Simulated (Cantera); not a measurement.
**Hydrocarbon pyrolysis for carbon deposition**

A perfectly stirred reactor is fed with 27.0 % C₂H₆, 73.0 % H₂, at 0.900 Torr; it is held at 1875 K, and followed from long to short residence time.

Computed with Cantera and GRI-Mech 3.0 (53 species, 325 reactions). GRI-Mech 3.0 stops at C3 and has no aromatics, soot or wall deposition, so with more carbon than oxygen in the feed, carbon stays in small species such as C2H2 where larger ones or solid carbon would form. Radical loss at walls, strong at low pressure, is not modelled.

```tsv
τ (s)	x C₂H₆	x H₂	x C₂H₄	x H	x CH₃
8.9	1.05e-5	0.810	8.35e-5	0.00632	0.00172
3.3	2.91e-5	0.804	0.000219	0.00612	0.00293
1.2	8.01e-5	0.794	0.000561	0.00626	0.00499
0.45	0.000209	0.780	0.00133	0.00662	0.00831
0.16	0.000569	0.760	0.00311	0.00718	0.0140
0.061	0.00144	0.734	0.00650	0.00781	0.0222
0.022	0.00381	0.703	0.0131	0.00852	0.0350
0.0082	0.00976	0.671	0.0232	0.00907	0.0519
0.0030	0.0253	0.648	0.0352	0.00909	0.0724
0.0011	0.0634	0.647	0.0399	0.00793	0.0882
0.00041	0.134	0.674	0.0267	0.00553	0.0815
```
x: mole fraction; the columns are a selection and need not sum to one.
